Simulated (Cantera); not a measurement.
## Low-pressure radical oxidation in H2/O2

An isothermal, constant-pressure homogeneous reactor starts with H2 : O2 : N2 = 0.02 : 1 : 0.93 (molar parts), at 900 K and 0.0263 atm.

Detailed kinetics in Cantera: GRI-Mech 3.0 (53 species, 325 reactions). Radical loss at walls, strong at low pressure, is not modelled. Below about 950 K walls govern HO2 and H2O2 in real vessels.

```csv
t (s),x H2,x O2,x NO2,x H2O2,x NO,x OH,x H2O
0.000500,0.0103,0.513,<1e-12,<1e-12,<1e-12,<1e-12,<1e-12
0.00140,0.0103,0.513,<1e-12,<1e-12,<1e-12,4.67e-12,8.50e-12
0.00389,0.0103,0.513,<1e-12,<1e-12,<1e-12,5.92e-11,1.96e-10
0.0109,0.0103,0.513,<1e-12,<1e-12,<1e-12,3.43e-8,1.26e-7
0.0303,0.00187,0.509,<1e-12,2.25e-7,2.99e-9,0.000407,0.00784
0.0847,0.000121,0.510,1.44e-11,6.09e-8,4.47e-9,4.71e-5,0.0102
0.236,2.65e-5,0.510,3.80e-11,2.72e-8,4.46e-9,1.46e-5,0.0103
0.659,6.45e-6,0.510,7.01e-11,1.38e-8,4.42e-9,6.04e-6,0.0103
1.84,1.32e-6,0.510,1.00e-10,6.37e-9,4.39e-9,2.71e-6,0.0103
5.14,1.92e-7,0.510,1.12e-10,2.47e-9,4.38e-9,1.23e-6,0.0103
14.3,1.76e-8,0.510,1.00e-10,8.19e-10,4.39e-9,5.70e-7,0.0103
40.0,8.61e-10,0.510,7.69e-11,2.61e-10,4.42e-9,2.83e-7,0.0103
```
x: mole fraction; the columns are a selection and need not sum to one.

Equilibrium at this temperature and pressure: H2 <1e-12, O2 0.510, NO2 3.34e-7, H2O2 <1e-12, NO 1.13e-5, OH 1.31e-8, H2O 0.0103 (gas phase only).
